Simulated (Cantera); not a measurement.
Input: 1 mol CuF2, a varied amount of O2, 0.26 mol H2, equilibrated at 650 K and 36000 Pa.

Method: chemical equilibrium by Gibbs-energy minimisation in Cantera with the NASA 1993 tables (ideal gas, pure condensed phases). Candidate condensed phases: Cu, CuF2, CuO, Cu(OH)2, Cu2O, H2O; 27 gas species. Rates play no part.

x: gas mole fraction; n: condensed amount in mol.

```csv
n(O2) (mol),x HF,x O2,x H2O,x H2F2,x H3F3,n CuF2(s),n CuO(s),n Cu2O(s)
0.11,0.798,8.40e-12,0.202,(withheld),3.61e-9,0.827,0.0927,0.0400
0.18,0.729,0.102,0.168,(withheld),2.75e-9,0.822,0.178,0
0.26,0.643,0.226,0.131,(withheld),1.89e-9,0.815,0.185,0
0.33,0.584,0.308,0.108,(withheld),1.41e-9,0.810,0.190,0
0.4,0.536,0.373,0.0910,(withheld),1.09e-9,0.806,0.194,0
0.48,0.491,0.433,0.0763,(withheld),8.39e-10,0.802,0.198,0
0.55,0.457,0.476,0.0663,(withheld),6.79e-10,0.798,0.202,0
0.62,0.428,0.513,0.0582,(withheld),5.58e-10,0.796,0.204,0
0.69,0.403,0.545,0.0515,(withheld),4.65e-10,0.793,0.207,0
0.77,0.378,0.577,0.0453,(withheld),3.83e-10,0.790,0.210,0
0.84,0.359,0.601,0.0407,(withheld),3.27e-10,0.788,0.212,0
```

Problem. Some entries are withheld; supply them.

Solution. 
- 0.11, x H2F2: 6.13e-5
- 0.18, x H2F2: 5.11e-5
- 0.26, x H2F2: 3.98e-5
- 0.33, x H2F2: 3.28e-5
- 0.4, x H2F2: 2.76e-5
- 0.48, x H2F2: 2.32e-5
- 0.55, x H2F2: 2.01e-5
- 0.62, x H2F2: 1.77e-5
- 0.69, x H2F2: 1.56e-5
- 0.77, x H2F2: 1.37e-5
- 0.84, x H2F2: 1.24e-5
